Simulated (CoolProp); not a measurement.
Cyclopentane along the isobar 9.03 bar: fugacity coefficient from the reference equation and from simpler models built on Tc = 511.7 K, pc = 45.83 bar, ω = 0.202; each cubic takes its own stable root.

The numbers come from the reference Helmholtz-energy equation of state, Gedanitz 2015 in CoolProp.

```
T (K)  phase  reference
-----  -----  ---------
425.4    gas     0.8752
441      gas     0.8888
456.6    gas     0.9005
472.1    gas     0.9106
487.7    gas     0.9195
503.3    gas     0.9274
518.9    gas     0.9343
534.4    gas     0.9403
550      gas     0.9458
```

Q: How far does each simpler model (Redlich-Kwong, Peng-Robinson) lie from the reference over these 9 states: mean and median of the absolute difference, and the worst?

A: 
- Redlich-Kwong: mean 0.6 %, median 0.5 %, worst +1.5 % at 425.4 K and 9.03 bar
- Peng-Robinson: mean 0.4 %, median 0.4 %, worst -0.5 % at 534.4 K and 9.03 bar
